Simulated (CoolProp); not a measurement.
A closed Brayton cycle with nitrogen: compressor inlet 328.15 K and 1.7 MPa, high pressure 5.87 MPa, turbine inlet 710 K, compressor efficiency 0.8, turbine efficiency 0.9, recuperator effectiveness 0 (on enthalpy, no pinch check). Each further row changes one setting.

Computed with CoolProp (reference Helmholtz-energy equation of state, Span 2000).

```
case                           thermal efficiency (%)  net work (kJ/kg)  compressor to turbine work  compressor exit (K)  turbine exit (K)
-----------------------------  ----------------------  ----------------  --------------------------  -------------------  ----------------
as stated                                         [?]              18.9                        0.91                502.3             524.8
turbine inlet 660 K                               [?]              4.35                        0.98                502.3             486.4
compressor inlet 338.15 K                         [?]              13.2                        0.93                  [?]             524.8
high pressure 4.99 MPa                            [?]              24.1                         [?]                475.9               [?]
recuperator effectiveness 0.5                     [?]              18.9                        0.91                502.3             524.8
```

Task: Some entries are withheld; supply them.

Result: 
- as stated, thermal efficiency (%): 8.3
- turbine inlet 660 K, thermal efficiency (%): 2.5
- compressor inlet 338.15 K, thermal efficiency (%): 6.3
- compressor inlet 338.15 K, compressor exit (K): 517.3
- high pressure 4.99 MPa, thermal efficiency (%): 9.4
- high pressure 4.99 MPa, compressor to turbine work: 0.87
- high pressure 4.99 MPa, turbine exit (K): 546.0
- recuperator effectiveness 0.5, thermal efficiency (%): 8.8
